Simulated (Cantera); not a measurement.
Charge: 1 mol C3H8, 0.05 mol NH3, 0.88 mol H2, equilibrated at 1423 K and 0.0760 bar.

Cantera equilibrium calculation (NASA polynomials, part measured and part estimated; ideal gas, pure solids and liquids). Candidate condensed phases: C, C6H6, C7H8, C8H18; 92 gas species. The numbers say what is thermodynamically allowed, not how fast it happens.

Base state: H2 0.995, N2 0.00500, CH4 0.000286, HCN 4.20e-5, H 2.40e-5 (mole fractions); condensed: C(graphite).

What changes in the equilibrium state with this change: temperature from 1423 K to 873 K?


| species | before | after |
|---|---|---|
| H2 | 0.995 | 0.963 |
| CH4 | 0.000286 | 0.0316 |
| N2 | 0.00500 | 0.00518 |
| H | 2.40e-5 | <1e-9 |
| HCN | 4.20e-5 | 3.55e-8 |
| C(graphite), mol | 3.00 | 2.85 |
